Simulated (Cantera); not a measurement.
Input: 1 mol Ti, 0.16 mol H₂O, equilibrated at 1802 °C and 7.00 mbar.

These are equilibrium values from Cantera (NASA tables, ideal gas, pure condensed phases), not measurements of a reactor. Candidate condensed phases: H₂O, Ti, TiO, TiO₂, Ti₂O₃, Ti₃O₅, Ti₄O₇; 12 gas species. Each liquid is taken as pure. Mutual solubility and eutectic melting of coexisting phases are not modelled. TiO: taken at fixed stoichiometry. Condensed phases not in the tables: N, O or C dissolved in the metal. Rates play no part.

Base state: H₂ 0.965, H 0.0313, Ti 0.00367, TiO 0.000314 (mole fractions); condensed: Ti(l) + TiO(l).

What changes in the equilibrium state with this change: H₂O from 0.16 to 12 mol?


```json
[
 {"species": "H₂O", "before": "2.52e-6", "after": "0.814"},
 {"species": "H₂", "before": "0.965", "after": "0.164"},
 {"species": "H", "before": "0.0313", "after": "0.0129"},
 {"species": "TiO₂", "before": "4.81e-8", "after": "0.000115"},
 {"species": "Ti", "before": "0.00367", "after": "<1e-9"},
 {"species": "O₂", "before": "<1e-9", "after": "0.000873"},
 {"species": "OH", "before": "9.34e-9", "after": "0.00730"},
 {"species": "Ti(l), mol", "before": "0.839", "after": "0"},
 {"species": "TiO(l), mol", "before": "0.160", "after": "0"},
 {"species": "TiO₂(rutile), mol", "before": "0", "after": "0.999"}
]
```

What changes in the equilibrium state with this change: Ti replaced by Ti(OiPr)₄?


```tsv
species	before	after
H₂	0.965	0.748
CO	0	0.224
H	0.0313	0.0275
Ti	0.00367	4.41e-7
C₂H₂ (acetylene)	0	0.000928
TiO	0.000314	1.99e-9
Ti(l), mol	0.839	0
TiO(l), mol	0.160	0
C(graphite), mol	0	6.81
TiC(s), mol	0	1.000
```
The feed counts by its element totals alone. TiC: taken at fixed stoichiometry. Further candidate phases: C, C₆H₆, C₇H₈, C₈H₁₈, TiC.

What changes in the equilibrium state with this change: pressure from 7.00 mbar to 0.100 bar?


```json
[
 {"species": "H₂", "before": "0.965", "after": "0.991"},
 {"species": "H", "before": "0.0313", "after": "0.00839"},
 {"species": "Ti", "before": "0.00367", "after": "0.000257"},
 {"species": "TiO", "before": "0.000314", "after": "2.20e-5"},
 {"species": "Ti(l), mol", "before": "0.839", "after": "0.840"},
 {"species": "TiO(l), mol", "before": "0.160", "after": "0.160"}
]
```
